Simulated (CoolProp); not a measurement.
A Linde-Hampson liquefier for ethylene: isothermal reversible compression at 320 K from 1 atm to 10 MPa, throttling to 1 atm, return gas leaving the recuperator 0 K below the feed. Each further row changes one setting.

Model: reference Helmholtz-energy equation of state, Smukala 2000, in CoolProp.

| case | liquid yield per pass | compression work (kJ/kg of gas) |
|---|---|---|
| as stated | ___ | 386 |
| high pressure 20 MPa | ___ | 418 |
| warm-end temperature 350 K | 0.200 | 440 |
| warm-end gap 5 K | ___ | 386 |

### Question
Fill in the missing entries.

### Answer

- as stated, liquid yield per pass: 0.320
- high pressure 20 MPa, liquid yield per pass: 0.416
- warm-end gap 5 K, liquid yield per pass: 0.312
